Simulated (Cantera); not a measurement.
Input (Python, Cantera) and output of one run.

```python
import numpy as np
import cantera as ct

gas_names = [...]  # 97 gases of nasa_gas.yaml made of Al, C, H, N
cond_names = """
    AL(cr) AL(L) ALN(s) C(gr) C6H6(L) C7H8(L) C8H18(L),n-octa
""".split()


# ... load() reads the species with a 1 bar reference pressure and builds the phases ...
atoms = {
    'Al(CH3)3': {'AL': 1, 'C': 3, 'H': 9},
    'N2': {'N': 2},
    'H2': {'H': 2},
}
top_T = {'ALN(s)': 2750, 'C(gr)': 4500}  # K; cautious upper limits of use, not melting points


# ... equilibrate(T, P, feed) seeds the gas with the atoms and calls Mixture.equilibrate('TP', solver="vcs", rtol=1e-11, max_steps=5000) ...
results = []
feed = {'Al(CH3)3': 1, 'N2': 11, 'H2': 8.9}  # mol
P = 23000  # Pa
for T in [723, 798, 873, 948, 1023, 1098, 1173, 1248, 1323]:
    mix = equilibrate(T, P, feed)
    results.append((T, P, feed, dict(zip(mix.species_names, mix.species_moles))))
    x = sorted(zip(gas.X, gas.species_names), reverse=True)
    print(f"T = {T:g} K  P = {P:g} Pa  gas = {mix.phase_moles(0):.4g} mol")
    print("   x: " + "  ".join(f"{s} {v:.3e}" for v, s in x if v > 1e-06))
    print("   condensed (mol): " + ("  ".join(f"{mix.phase(i).name} {mix.phase_moles(i):.4g}"
          for i in range(1, mix.n_phases) if mix.phase_moles(i) > 1e-12) or "none"))
```

It prints:

```
T = 723 K  P = 23000 Pa  gas = 20.89 mol
   x: N2 5.024e-01  H2 3.538e-01  CH4 1.436e-01  NH3 2.408e-04
   condensed (mol): ALN(s) 1
T = 798 K  P = 23000 Pa  gas = 22.37 mol
   x: N2 4.693e-01  H2 4.623e-01  CH4 6.826e-02  NH3 1.511e-04
   condensed (mol): ALN(s) 1  C(gr) 1.473
T = 873 K  P = 23000 Pa  gas = 23.25 mol
   x: H2 5.204e-01  N2 4.516e-01  CH4 2.795e-02  NH3 8.799e-05
   condensed (mol): ALN(s) 1  C(gr) 2.35
T = 948 K  P = 23000 Pa  gas = 23.62 mol
   x: H2 5.438e-01  N2 4.445e-01  CH4 1.167e-02  NH3 5.145e-05  HCN 1.059e-06
   condensed (mol): ALN(s) 1  C(gr) 2.724
T = 1023 K  P = 23000 Pa  gas = 23.77 mol
   x: H2 5.530e-01  N2 4.416e-01  CH4 5.277e-03  NH3 3.152e-05  HCN 3.676e-06
   condensed (mol): ALN(s) 1  C(gr) 2.874
T = 1098 K  P = 23000 Pa  gas = 23.84 mol
   x: H2 5.569e-01  N2 4.405e-01  CH4 2.607e-03  NH3 2.038e-05  HCN 1.072e-05
   condensed (mol): ALN(s) 1  C(gr) 2.938
T = 1173 K  P = 23000 Pa  gas = 23.87 mol
   x: H2 5.586e-01  N2 4.399e-01  CH4 1.396e-03  HCN 2.720e-05  NH3 1.385e-05
   condensed (mol): ALN(s) 1  C(gr) 2.966
T = 1248 K  P = 23000 Pa  gas = 23.88 mol
   x: H2 5.595e-01  N2 4.397e-01  CH4 8.026e-04  HCN 6.162e-05  NH3 9.829e-06
   condensed (mol): ALN(s) 1  C(gr) 2.979
T = 1323 K  P = 23000 Pa  gas = 23.89 mol
   x: H2 5.599e-01  N2 4.395e-01  CH4 4.901e-04  HCN 1.271e-04  NH3 7.239e-06  H 2.474e-06  HNC 1.118e-06
   condensed (mol): ALN(s) 1  C(gr) 2.985
```

Cantera equilibrium calculation (NASA polynomials, part measured and part estimated; ideal gas, pure solids and liquids). The feed counts by its element totals alone.
